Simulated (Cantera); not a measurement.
A closed system holds: 1 mol MgO, a varied amount of H2, equilibrated at 0.00550 bar.

Equilibrium computed with Cantera from the NASA thermochemical tables; the gas is ideal and each condensed phase is pure. Candidate condensed phases: H2O, Mg, MgO, Mg(OH)2; 15 gas species. Rates play no part.

Stable condensed phases, one row left out:

```
T in °C \ n(H2) in mol
         0.069 0.097  0.14  0.19  0.27  0.38  0.53  0.74     1   1.5     2   2.9     4
   2375      A     A     A     A     A     A     A     A     A     A     A     A     A
   2325      B     B     A     A     A     A     A     A     A     A     A     A     A
   2275      B     B     B     B     B     B     B     A     A     A     A     A     A
   2225      B     B     B     B     B     B     B     B     B     A     A     A     A
   2175      B     B     B     B     B     B     B     B     B     B     A     A     A
   2075      B     B     B     B     B     B     B     B     B     B     B     A     A
   2025      B     B     B     B     B     B     B     B     B     B     B     B     A
   1975      B     B     B     B     B     B     B     B     B     B     B     B     B
   1925      B     B     B     B     B     B     B     B     B     B     B     B     B
```

A: gas only; B: MgO.

**Question.** Give the row for 2125 °C.

**Answer.** 0.069: MgO; 0.097: MgO; 0.14: MgO; 0.19: MgO; 0.27: MgO; 0.38: MgO; 0.53: MgO; 0.74: MgO; 1: MgO; 1.5: MgO; 2: gas only; 2.9: gas only; 4: gas only.
